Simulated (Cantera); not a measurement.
Cantera run:

```python
import numpy as np
import cantera as ct

gas_names = """
    O3 F2
""".split()
cond_names = """
    CuF2(s) CuF2(L) Cu2O(s) Cu2O(L)
""".split()


# ... load() reads the species with a 1 bar reference pressure and builds the phases ...
species = {s.name: s for s in load("nasa_gas.yaml", gas_names) + load("nasa_condensed.yaml", cond_names)}
# Each term lists the table entries of one substance; the one whose range holds T is used.
reactions = {
    'O3(g) + 6 CuF2 = 3 Cu2O + 6 F2(g)':
        [(-1, ['O3']), (-6, ['CuF2(s)', 'CuF2(L)']), (3, ['Cu2O(s)', 'Cu2O(L)']), (6, ['F2'])],
}


def pick(names, T):
    return next(species[n] for n in names if species[n].thermo.min_temp <= T <= species[n].thermo.max_temp)


results = []
for label, terms in reactions.items():
    print(label)
    print("     T/K   dH/kJ  dS/(J/K)   dG/kJ   log10 K")
    for T in [300, 475, 575, 675, 775, 875]:
        used = [(nu, pick(names, T)) for nu, names in terms]
        dH = sum(nu * s.thermo.h(T) for nu, s in used) / 1e6
        dS = sum(nu * s.thermo.s(T) for nu, s in used) / 1e3
        dG = dH - T * dS / 1e3
        logK = -dG * 1e6 / (ct.gas_constant * T * np.log(10))
        results.append((label, T, dH, dS, dG, logK, [s.name for _, s in used]))
        print(f"{T:8g} {dH:8.1f} {dS:8.1f} {dG:8.1f} {logK:8.2f}")
```

Output:

```
O3(g) + 6 CuF2 = 3 Cu2O + 6 F2(g)
     T/K   dH/kJ  dS/(J/K)   dG/kJ   log10 K
     300   2579.5    789.9   2342.5  -407.86
     475   2566.3    756.0   2207.2  -242.72
     575   2556.4    737.0   2132.6  -193.73
     675   2545.1    719.0   2059.8  -159.39
     775   2533.0    702.3   1988.7  -134.04
     875   2520.4    687.0   1919.3  -114.57
```

Source: NASA polynomial tables (part measured, part estimated), evaluated in Cantera. Condensed species are held in their standard states even where they would react or evaporate.
